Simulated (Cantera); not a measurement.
# Fluorocarbon and chlorocarbon gases: CH₃F + F₂

Feed: 1 mol CH₃F, 0.063 mol F₂, equilibrated at 998 K and 2.10 Pa.

Method: chemical equilibrium by Gibbs-energy minimisation in Cantera with the NASA 1993 tables (ideal gas, pure condensed phases). Candidate condensed phases: C, C₆H₆, C₇H₈, C₈H₁₈; 95 gas species. The numbers say what is thermodynamically allowed, not how fast it happens.

- x(HF): 0.546
- x(H₂): 0.454
- n(C(graphite)): 1.000 mol
- gas amount: 2.063 mol
